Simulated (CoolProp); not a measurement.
Toluene at several states: fugacity coefficient from the reference equation and from simpler models built on Tc = 318.6 °C, pc = 4126 kPa, ω = 0.266; each cubic takes its own stable root.

Model: reference Helmholtz-energy equation of state, Lemmon 2006, in CoolProp. It is a short technical equation, of lower accuracy than the large ones.

| T (°C) | p (kPa) | phase | reference |
|---|---|---|---|
| 7.85 | 16.9 | liquid | 0.08677 |
| 51.45 | 17.7 | liquid | 0.7316 |
| 194.25 | 69.2 | gas | 0.9866 |
| 261.85 | 4620 | liquid | 0.3559 |
| 339.25 | 116 | gas | 0.9908 |
| 113.65 | 520 | liquid | 0.2067 |

Q: How far does each simpler model (Soave-Redlich-Kwong, Peng-Robinson) lie from the reference over these 6 states: mean and median of the absolute difference, and the worst?

A: 
- Soave-Redlich-Kwong: mean 2.0 %, median 1.3 %, worst +5.6 % at 261.85 °C and 4620 kPa
- Peng-Robinson: mean 1.8 %, median 1.0 %, worst +6.6 % at 7.85 °C and 16.9 kPa
